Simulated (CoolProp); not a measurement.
Ethanol along the isobar 2740 kPa: fugacity coefficient from the reference equation and from simpler models built on Tc = 514.7 K, pc = 6268 kPa, ω = 0.644; each cubic takes its own stable root.

Computed with CoolProp (reference Helmholtz-energy equation of state, Schroeder 2014).

```
T (K)   phase  reference
-----  ------  ---------
241.4  liquid   4.844e-5
256    liquid  0.0001715
270.6  liquid  0.0005218
285.2  liquid   0.001397
299.8  liquid   0.003354
314.3  liquid   0.007290
328.9  liquid    0.01468
343.5  liquid    0.02753
358.1  liquid    0.04843
372.7  liquid    0.08053
387.2  liquid     0.1269
401.8  liquid     0.1918
416.4  liquid     0.2782
431    liquid     0.3885
445.6  liquid     0.5243
460.2  liquid     0.6855
```

Question: How far does each simpler model (Redlich-Kwong, Peng-Robinson) lie from the reference over these 16 states: mean and median of the absolute difference, and the worst?

Answer: 
- Redlich-Kwong: mean 898.4 %, median 333.0 %, worst +4495.4 % at 241.4 K and 2740 kPa
- Peng-Robinson: mean 4.0 %, median 3.4 %, worst -15.0 % at 241.4 K and 2740 kPa

At some of these states Redlich-Kwong gives the other phase, because its saturation line lies elsewhere.
